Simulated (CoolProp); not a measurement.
Vapour-liquid equilibrium of benzene (1) + m-xylene (2) at 0.536 bar; x and y are mole fractions of (1).

Model: multi-fluid Helmholtz-energy mixture model, Thol 2012 and Zhou 2012; pair parameters Bell 2016, in CoolProp.

Q: Give the bubble temperature and the first vapour's composition at x = 0.35, 0.65, 0.8. Is there an azeotrope?

A: x = 0.35: 358.6 K, y = 0.768; x = 0.65: 344.6 K, y = 0.926; x = 0.8: 339.5 K, y = 0.966. No azeotrope shows between x = 0.05 and 0.95.

Pair parameters are fitted to limited data, so mixtures are less certain than the pure fluids.
